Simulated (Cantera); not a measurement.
A perfectly stirred reactor is fed with 4.91 % CO, 2.16 % H₂, 6.39 % CH₄, 16.3 % O₂, 61.4 % N₂, 8.84 % CO₂, at 9.30 bar; it is adiabatic with a 350 K inlet, and is followed from long to short residence time, starting on the burning branch (τ in s: 0.3, 0.13, 0.058, 0.025, 0.011, 0.0048, 0.0021, 0.0009, 0.00039, 0.00017, 7.4e-05).

Computed with Cantera and GRI-Mech 3.0 (53 species, 325 reactions).

One state of this run: T (K) = 2052; x CO = 0.0174; x H₂ = 0.00263; x CH₄ = 6.03e-5; x NO₂ = 1.26e-7; x C₂H₄ = 8.17e-8; x H = 0.000358. x: mole fraction; the columns are a selection and need not sum to one.

Problem. Which value of τ (s) does it belong to?
(A) 7.4e-5
(B) 0.00090
(C) 0.00017
(D) 0.13

Solution. B, 0.00090
